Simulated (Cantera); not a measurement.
# Premixed flame

A freely propagating, adiabatic, planar premixed flame of 7.81 % CH4, 0.859 % C2H6, 19.2 % O2, 72.1 % N2, equivalence ratio 0.97, unburnt at 525 K and 0.197 atm; mixture-averaged transport, grid criteria slope 0.08 and curve 0.16, no radiation.

Cantera simulation using GRI-Mech 3.0 (53 species, 325 reactions); the numbers are that mechanism's predictions, not measurements. Burning velocities carry a grid error of a few per cent, more on coarse grids.

```csv
z (mm),T (K),u (m/s),x CH4,x C2H6,x O2,x CH2,x O,x HCO
-4.22,525,1.35,0.0780,0.00858,0.192,<1e-8,<1e-8,<1e-8
-2.81,526,1.36,0.0779,0.00857,0.192,<1e-8,<1e-8,<1e-8
-2.11,529,1.37,0.0775,0.00855,0.191,<1e-8,1.31e-8,<1e-8
-1.41,564,1.47,0.0754,0.00842,0.188,<1e-8,2.86e-7,<1e-8
-0.703,892,2.36,0.0583,0.00690,0.163,4.99e-7,1.44e-5,6.77e-7
-0.352,1290,3.47,0.0346,0.00321,0.124,1.45e-5,0.000159,2.09e-5
0,1676,4.55,0.00982,0.000231,0.0765,6.23e-5,0.00123,9.09e-5
0.352,1839,5.01,0.00103,1.30e-6,0.0467,1.99e-5,0.00411,3.64e-5
0.703,1873,5.10,5.64e-5,<1e-8,0.0351,1.32e-6,0.00617,2.97e-6
1.41,1899,5.14,1.49e-7,<1e-8,0.0291,<1e-8,0.00696,3.22e-8
2.81,1928,5.20,<1e-8,<1e-8,0.0267,<1e-8,0.00674,1.86e-8
5.62,1970,5.29,<1e-8,<1e-8,0.0252,<1e-8,0.00605,1.48e-8
11.2,2029,5.43,<1e-8,<1e-8,0.0235,<1e-8,0.00498,1.05e-8
```
x: mole fraction of selected species; z is measured from the peak of heat release.

| Item | Result |
|---|---|
| laminar burning velocity | 135 cm/s |
| thermal thickness | 1.41 mm |
| peak x(CH2) | 6.24e-5 |
| peak x(O) | 0.00697 |
| peak x(HCO) | 9.17e-5 |
| grid points | 150 |
